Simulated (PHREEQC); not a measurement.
Dissolve 0.2 mol CuCl2 and 0.23 mol KCl per kg of water at 45 °C. Closed to the air; pH follows from the charge balance.

The numbers come from PHREEQC with the ion-association model, phreeqc.dat.

No solid was allowed to form.

Task: Order these Cl species by the share of Cl that they hold, largest first: Cl-, CuCl+, CuCl2.

Result: Cl- (84 %), CuCl+ (13 %), CuCl2 (3.1 %)

Task: Order these Cu species by the share of Cu that they hold, largest first: CuCl+, Cu+2, CuCl2.

Result: Cu+2 (53 %), CuCl+ (42 %), CuCl2 (4.9 %)

The pH is 4.03 and the ionic strength 0.632 mol/kgw. Away from 25 °C the constants follow the database's enthalpies or fits; those with neither stay at their 25 °C values.
